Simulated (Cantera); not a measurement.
A freely propagating, adiabatic, planar premixed flame of CH4 : H2 : O2 : N2 = 1 : 1.2 : 2.17 : 8.15 (molar parts), equivalence ratio 1.2, unburnt at 525 K and 0.118 atm; mixture-averaged transport, grid criteria slope 0.08 and curve 0.16, no radiation.

Computed with Cantera and GRI-Mech 3.0 (53 species, 325 reactions). Burning velocities carry a grid error of a few per cent, more on coarse grids.

What does this change do: CH4 1 to 1.3 parts?


```json
[
 {"quantity": "laminar burning velocity", "before": "250 cm/s", "after": "159 cm/s"},
 {"quantity": "thermal thickness", "before": "1.85 mm", "after": "2.29 mm"},
 {"quantity": "peak x(H)", "before": "0.0315", "after": "0.0204"},
 {"quantity": "peak x(HCN)", "before": "3.39e-6", "after": "1.96e-5"},
 {"quantity": "peak x(C2H)", "before": "3.51e-7", "after": "1.43e-6"}
]
```
